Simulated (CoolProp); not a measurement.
Vapour-liquid equilibrium of fluoroethane (R161) (1) + R134a (2) at 103 kPa; x and y are mole fractions of (1).

The numbers come from the multi-fluid Helmholtz-energy mixture model, Wu 2012 and Tillner-Roth 1994; pair parameters Bell 2016 in CoolProp.

**Question.** Give the bubble temperature and the first vapour's composition at x = 0.65, 0.725, 0.95. Is there an azeotrope?

**Answer.** x = 0.65: 240.1 K, y = 0.762; x = 0.725: 239.2 K, y = 0.824; x = 0.95: 236.5 K, y = 0.974. No azeotrope shows between x = 0.05 and 0.95.

The pair parameters rest on a limited set of measurements; away from them the model extrapolates.
